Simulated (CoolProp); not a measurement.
The fluoroketone C6F12O (FK-5-1-12) at 293.15 K and 0.0249 MPa is throttled through a valve to 0.00712 MPa with no heat exchange. Each further row changes one setting.

Model: reference Helmholtz-energy equation of state, McLinden 2015, in CoolProp.

```json
[
 {"case": "as stated", "temperature change (K)": "-0.5", "final density (kg/m³)": "0.931"},
 {"case": "outlet pressure 0.00214 MPa", "temperature change (K)": "-0.7", "final density (kg/m³)": "0.279"},
 {"case": "outlet pressure 0.00926 MPa", "temperature change (K)": "-0.5", "final density (kg/m³)": "1.21"}
]
```
